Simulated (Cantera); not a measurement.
Input (Python, Cantera):

```python
import numpy as np
import cantera as ct

gas = ct.Solution("gri30.yaml", transport_model="multicomponent")
show = ['H2O', 'C2H2', 'NH3']

rows = []
print(f"{'T/K':>7s}{'rho':>11s}{'cp':>10s}{'mu':>11s}{'lambda':>11s}{'Pr':>7s}" + "".join(f"{'D_' + s:>11s}" for s in show))
for T in [400, 550, 700, 850, 1000, 1150, 1300]:
    gas.TPX = T, 720, {'N2O': 0.84, 'CO2': 0.42}
    Pr = gas.cp_mass * gas.viscosity / gas.thermal_conductivity
    D = [gas.mix_diff_coeffs_mole[gas.species_index(s)] for s in show]
    rows.append([gas.density, gas.cp_mass, gas.viscosity, gas.thermal_conductivity, Pr, *D])
    print(f"{T:7g}{gas.density:11.4e}{gas.cp_mass:10.1f}{gas.viscosity:11.4e}"
          f"{gas.thermal_conductivity:11.4e}{Pr:7.3f}" + "".join(f"{d:11.4e}" for d in D))
print("SI units: kg/m3, J/kg/K, Pa s, W/m/K, m2/s")
```

It prints:

```
    T/K        rho        cp         mu     lambda     Pr      D_H2O     D_C2H2      D_NH3
    400 9.5281e-03     959.5 1.9555e-05 2.5271e-02  0.742 4.0819e-03 2.9665e-03 3.9621e-03
    550 6.9295e-03    1064.4 2.5645e-05 3.6815e-02  0.741 7.5929e-03 5.3174e-03 7.3183e-03
    700 5.4446e-03    1142.4 3.1017e-05 4.7879e-02  0.740 1.1973e-02 8.1699e-03 1.1478e-02
    850 4.4838e-03    1202.2 3.5873e-05 5.8385e-02  0.739 1.7123e-02 1.1472e-02 1.6348e-02
   1000 3.8112e-03    1247.9 4.0342e-05 6.8279e-02  0.737 2.2970e-02 1.5187e-02 2.1864e-02
   1150 3.3141e-03    1279.8 4.4510e-05 7.7399e-02  0.736 2.9460e-02 1.9288e-02 2.7977e-02
   1300 2.9317e-03    1306.8 4.8436e-05 8.6138e-02  0.735 3.6550e-02 2.3754e-02 3.4647e-02
SI units: kg/m3, J/kg/K, Pa s, W/m/K, m2/s
```

Computed with Cantera and GRI-Mech 3.0 (53 species, 325 reactions). The composition is frozen, though it would react at the higher temperatures.
